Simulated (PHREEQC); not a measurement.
0.07 g of hydrous ferric oxide (600 m²/g; 0.2 weak and 0.005 strong sites per Fe, Dzombak-Morel constants, diffuse double layer) in 1 kg of water with 0.005 mol/kgw of an inert sodium salt and 0.0014 mmol/kgw BaCl2, at 25 °C; the pH is set by adding NaOH or the inert anion's acid. Oxygen is held at 0.21 atm. No CO2 enters from the air. Nothing may precipitate in this run.

The numbers come from PHREEQC with the ion-association model, wateq4f.dat.

```
pH     Ba sorbed (%)  surface charge σ (C/m²)  surface potential ψ (mV)
-----  -------------  -----------------------  ------------------------
3                0.0                    0.303                       215
3.67             0.0                    0.221                       203
4.33             0.0                    0.147                       183
5                0.0                    0.090                       158
5.67             0.0                    0.051                       129
6.33             0.0                    0.027                        97
7                0.5                    0.013                        62
7.67             8.3                    0.004                        25
8.33            55.7                   -0.002                       -11
9               94.8                   -0.009                       -48
9.67            99.7                   -0.021                       -84
10.33          100.0                   -0.041                      -117
11             100.0                   -0.079                      -146
```

Complexes and solids missing from the database can't appear. The oxide is taken as insoluble; below pH 4 it would dissolve.
